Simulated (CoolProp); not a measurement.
Dimethyl ether at 298.15 K and 0.214 MPa is throttled through a valve to 0.00937 MPa with no heat exchange. Each further row changes one setting.

Computed with CoolProp (reference Helmholtz-energy equation of state, Wu 2011).

```csv
case,temperature change (K),final density (kg/m³)
as stated,___,___
outlet pressure 0.00281 MPa,___,0.0532
outlet pressure 0.0122 MPa,___,___
```

**Question.** Complete the blanks.

**Answer.** 
- as stated, temperature change (K): -5.1
- as stated, final density (kg/m³): 0.177
- outlet pressure 0.00281 MPa, temperature change (K): -5.3
- outlet pressure 0.0122 MPa, temperature change (K): -5.0
- outlet pressure 0.0122 MPa, final density (kg/m³): 0.231
